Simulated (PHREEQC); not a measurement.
A column of 0.1 m (40 cells, dispersivity 0.005 m, 60 s a shift, diffusion coefficient 3e-10 m²/s) holds 0.079 eq of the database's cation exchanger X per kg of pore water, first in equilibrium with 0.00032 mol/kgw MgCl2 and 1e-05 mol/kgw HCl. It is flushed with 0.0011 mol ZnCl2, 0.00048 mol BaCl2, 0.056 mol KCl and 1e-05 mol HCl per kg of water, at 25 °C. Values are for the last cell. CO2 from the air is kept out. Precipitation was switched off in this run.

The numbers come from PHREEQC with the ion-association model, phreeqc.dat.

### Question
Predict K in solution (mol/kgw), Zn in solution (mol/kgw) at pore volumes = 0.4625, 4.513.

### Answer
```
pore volumes  K in solution (mol/kgw)  Zn in solution (mol/kgw)
------------  -----------------------  ------------------------
0.4625                              0                         0
4.513                          0.0553                  0.000931
```
